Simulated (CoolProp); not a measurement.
Saturated liquid density (kg/m³) of nitrous oxide: the reference equation beside estimates from Tc = 309.5 K, pc = 7245 kPa, ω = 0.161. Rackett uses Z = 0.29056 − 0.08775 ω.

Values from CoolProp's reference Helmholtz-energy equation of state, Lemmon 2006. It is a short technical equation, of lower accuracy than the large ones.

| T (K) | reference | Rackett | van der Waals | Redlich-Kwong | Peng-Robinson |
|---|---|---|---|---|---|
| 192.5 | 1207 | 1187 | 752.1 | 1104 | 1268 |
| 199.7 | 1185 | 1166 | 739.4 | 1082 | 1246 |
| 207 | 1163 | 1145 | 725.9 | 1058 | 1222 |
| 214.2 | 1139 | 1123 | 712.1 | 1034 | 1196 |
| 221.4 | 1116 | 1100 | 697.6 | 1008 | 1169 |
| 228.6 | 1091 | 1077 | 682.5 | 981.3 | 1140 |
| 235.8 | 1065 | 1052 | 666.6 | 952.8 | 1109 |
| 243.1 | 1038 | 1026 | 649.6 | 922.2 | 1076 |
| 250.3 | 1010 | 999.3 | 631.8 | 890.2 | 1040 |
| 257.5 | 979.8 | 970.6 | 612.8 | 855.9 | 1001 |
| 264.7 | 947.9 | 939.8 | 592.4 | 819.1 | 958.3 |
| 271.9 | 913.4 | 906.5 | 570.2 | 779.2 | 911.3 |
| 279.1 | 875.5 | 869.7 | 545.7 | 735.4 | 858.8 |
| 286.4 | 832.1 | 827.3 | 517.6 | 685.5 | 798.1 |

Absolute difference from the reference over all 14 rows, mean and median: Rackett 1.2 and 1.2 %, van der Waals 37.5 and 37.5 %, Redlich-Kwong 11.7 and 10.8 %, Peng-Robinson 3.6 and 4.1 %.
